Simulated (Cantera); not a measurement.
Feed: 1 mol Fe(CO)₅, 8.1 mol CO, 0.11 mol H₂, equilibrated at 1023.15 K and 13.3 mbar.

These are equilibrium values from Cantera (NASA tables, ideal gas, pure condensed phases), not measurements of a reactor. Candidate condensed phases: C, C₆H₆, C₇H₈, C₈H₁₈, Fe, Fe(CO)₅, FeO, Fe(OH)₂, Fe(OH)₃, Fe₂O₃, Fe₃O₄, H₂O; 114 gas species. Condensed phases not in the tables: cementite and carbon dissolved in iron. Kinetics and transport are ignored.

Base state: CO 0.987, H₂ 0.00834, CO₂ 0.00463, H₂O 3.00e-5 (mole fractions); condensed: C(graphite) + Fe(α).

### Question
What changes in the equilibrium state with this change: Fe(CO)₅ replaced by PbO?

### Answer
```csv
species,before,after
CO,0.987,0.864
CO₂,0.00463,0.120
H₂,0.00834,0.0121
Pb,0,0.00201
H₂O,3.00e-5,0.00129
"C(graphite), mol",0.0613,0
"Fe(α), mol",1.00,0
"Pb(l), mol",0,0.983
```
Further candidate phases: Pb, PbO, PbO₂, Pb₃O₄.

### Question
What changes in the equilibrium state with this change: temperature from 1023.15 K to 1250 K?

### Answer
| species | before | after |
|---|---|---|
| CO | 0.987 | 0.992 |
| H₂ | 0.00834 | 0.00833 |
| CO₂ | 0.00463 | 0.000126 |
| H₂O | 3.00e-5 | 1.66e-6 |
| C(graphite), mol | 0.0613 | 0.00169 |
| Fe(α), mol | 1.00 | 0 |
| Fe(γ), mol | 0 | 1.00 |
